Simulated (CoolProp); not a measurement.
The numbers come from the reference Helmholtz-energy equation of state, Lemmon 2003 in CoolProp. It is a pseudo-pure fit of the blend.

**Question.** For R407C, give the phase and the conductivity (mW/(m K)) at -16.05 °C and 0.0371 MPa; -16.05 °C and 0.857 MPa; -16.05 °C and 2.44 MPa.

**Answer.** 
- -16.05 °C and 0.0371 MPa: gas; conductivity 10.1
- -16.05 °C and 0.857 MPa: liquid; conductivity 103
- -16.05 °C and 2.44 MPa: liquid; conductivity 104

Thermal conductivity comes from a separate model (Geller 2001).
